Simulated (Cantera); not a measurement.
A closed system holds: 1 mol Ta(OEt)₅, 5.1 mol CO₂, 1.6 mol H₂O, held at 1700 K.

Cantera equilibrium calculation (NASA polynomials, part measured and part estimated; ideal gas, pure solids and liquids). Candidate condensed phases: C, C₆H₆, C₇H₈, C₈H₁₈, H₂O, Ta, TaC, Ta₂O₅; 113 gas species. The feed counts by its element totals alone. Mutual solubility and eutectic melting of coexisting phases are not modelled. TaC: taken at fixed stoichiometry. Condensed phases not in the tables: Ta₂C. Rates play no part.

**Question.** At 40000 Pa, list the 5 most abundant gas species with their mole fractions, and the condensed phases.

**Answer.** CO 0.512, H₂ 0.485, H₂O 0.00216, CO₂ 0.000667, H 0.000162. Condensed: TaC(s) + Ta₂O₅(s).
